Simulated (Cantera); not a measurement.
A closed system holds: 1 mol SiC, 2.3 mol O₂, 440 mol N₂, equilibrated at 35.0 Pa.

Method: chemical equilibrium by Gibbs-energy minimisation in Cantera with the NASA 1993 tables (ideal gas, pure condensed phases). Candidate condensed phases: C, Si, SiC, SiO₂, Si₂N₂O, Si₃N₄; 34 gas species. The tables hold silica as quartz up to 1696 K and as liquid above; real silica turns to tridymite and cristobalite and melts near 1996 K. Equilibrium is a limit: real reactors are often held back by kinetics, nucleation or transport. All values below are at 1275 °C.

Base state: N₂ 0.997, CO₂ 0.00222, O₂ 0.000649, NO 9.61e-5, CO 4.58e-5, O 1.04e-5 (mole fractions); condensed: SiO₂(β-quartz).

Problem. What changes in the equilibrium state with this change: O₂ from 2.3 to 0.019 mol?

Solution. 
```tsv
species	before	after
N₂	0.997	1.000
CO	4.58e-5	5.03e-5
SiO	1.39e-7	3.61e-5
CO₂	0.00222	<1e-9
O₂	0.000649	<1e-9
NO	9.61e-5	<1e-9
Si	<1e-9	1.38e-5
O	1.04e-5	<1e-9
SiO₂(β-quartz), mol	1.000	0
SiC(s), mol	0	0.978
```
